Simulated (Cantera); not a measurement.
Cantera with NASA thermochemical tables; ideal gases at 1 bar, condensed phases pure. Values are per mole of reaction as written; species without (g) are pure solids or liquids, kept so even where they would boil at 1 bar.

Task: Between 748 and 948 K, where is each reaction favourable under standard conditions?
- 2 B + 2 OH(g) ⇌ B2O2(g) + 2 H(g)

Result: 
- 2 B + 2 OH(g) ⇌ B2O2(g) + 2 H(g): ΔG° is -172 kJ at 748 K and -193 kJ at 948 K; it stays negative (K > 1). ΔH° is -91 kJ and ΔS° 107 J/K at 948 K.
